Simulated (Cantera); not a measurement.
Mixture: 12.0 % CH4, 18.5 % O2, 69.5 % N2, at 5.00 bar, adiabatic and at constant volume. Ignition delay is the time to a rise of 400 K.

Detailed kinetics in Cantera: GRI-Mech 3.0 (53 species, 325 reactions).

Question: Predict: delay at 1025 K; delay at 1175 K; delay at 1325 K; delay at 1475 K; apparent activation energy between 1400 and 1550 K.

Answer: 
| Property | Result |
|---|---|
| delay at 1025 K | 0.133 s |
| delay at 1175 K | 15.1 ms |
| delay at 1325 K | 2.32 ms |
| delay at 1475 K | 0.449 ms |
| apparent activation energy between 1400 and 1550 K | 190 kJ/mol |
